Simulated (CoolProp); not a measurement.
Properties of R143a at several states.

Model: reference Helmholtz-energy equation of state, Lemmon and Jacobsen 2000, in CoolProp.

```
T (K)  p (kPa)          phase       Z  cp (kJ/(kg K))  cv (kJ/(kg K))  speed of sound (m/s)  viscosity (µPa s)  Prandtl number
-----  -------  -------------  ------  --------------  --------------  --------------------  -----------------  --------------
403.6     9720  supercritical  0.4875           2.124           1.143                 187.8               42.0            1.86
454.8      961            gas  0.9647           1.242           1.121                 215.4               16.9           0.648
334.1    20300         liquid  0.6463           1.502           1.036                 505.0                116            2.29
```

Viscosity comes from a separate model (Klein 1997), an estimate that may be off by 10 % or more. Thermal conductivity comes from a separate model (McLinden 2000), an estimate that may be off by 10 % or more.
